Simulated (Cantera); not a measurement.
What does this Cantera script print?

```python
import numpy as np
import cantera as ct

gas = ct.Solution("gri30.yaml")
gas.TPX = 1098, 100000, {'H2': 1.1, 'O2': 1, 'N2': 5.7}
reactor = ct.IdealGasConstPressureReactor(gas, energy="off", clone=False)
net = ct.ReactorNet([reactor])
net.rtol, net.atol = 1e-08, 1e-18
show = ['H2', 'O2', 'H2O2', 'O', 'NO']
times = np.geomspace(3e-05, 90, 10)

steps = ct.SolutionArray(gas, extra=["t"])
rows = []
print(f"{'t/s':>10s}{'T/K':>9s}{'P/Pa':>11s}" + "".join(f"{s:>11s}" for s in show))
for t in times:
    while net.time < t:
        t_next = net.step()
        steps.append(gas.state, t=t_next)
    rows.append([np.interp(t, steps.t, y) for y in (steps.T, steps.P, *steps(*show).X.T)])
    print(f"{t:10.3e}{rows[-1][0]:9.1f}{rows[-1][1]:11.4g}" + "".join(f"{x:11.3e}" for x in rows[-1][2:]))
rate = np.gradient(steps.T, steps.t)
print("integrator steps:", len(steps.t))
if steps.T.max() > steps.T[0] + 200:
    print(f"time of steepest temperature rise: {steps.t[rate.argmax()]:.4e} s")
gas.TPX = 1098, 100000, {'H2': 1.1, 'O2': 1, 'N2': 5.7}
gas.equilibrate("TP")
print(f"equilibrium (TP): T = {gas.T:.1f} K  " + "  ".join(f"{s} {gas[s].X[0]:.3e}" for s in show))
```

It prints:

```
       t/s      T/K       P/Pa         H2         O2       H2O2          O         NO
 3.000e-05   1098.0      1e+05  1.410e-01  1.282e-01  6.861e-11  9.580e-09  8.805e-19
 1.573e-04   1098.0      1e+05  2.535e-02  7.372e-02  1.149e-05  2.031e-03  1.250e-06
 8.251e-04   1098.0      1e+05  1.849e-03  6.289e-02  6.739e-06  2.137e-05  1.367e-06
 4.327e-03   1098.0      1e+05  6.908e-04  6.237e-02  3.803e-06  2.480e-06  1.032e-06
 2.269e-02   1098.0      1e+05  1.368e-04  6.213e-02  3.365e-07  2.358e-07  6.382e-07
 1.190e-01   1098.0      1e+05  1.220e-05  6.207e-02  6.100e-09  8.013e-09  4.649e-07
 6.240e-01   1098.0      1e+05  1.609e-07  6.207e-02  1.548e-10  2.271e-10  9.532e-07
 3.273e+00   1098.0      1e+05  1.084e-09  6.207e-02  1.769e-10  3.055e-10  1.410e-06
 1.716e+01   1098.0      1e+05  7.689e-10  6.207e-02  3.383e-10  6.024e-10  1.445e-06
 9.000e+01   1098.0      1e+05  7.688e-10  6.207e-02  3.344e-10  5.952e-10  1.444e-06
integrator steps: 1887
equilibrium (TP): T = 1098.0 K  H2 7.690e-10  O2 6.205e-02  H2O2 3.343e-10  O 5.949e-10  NO 4.557e-05
```

Model: GRI-Mech 3.0 (53 species, 325 reactions), integrated in Cantera. The temperature is held fixed by assumption; the heat of reaction is taken as removed at once.
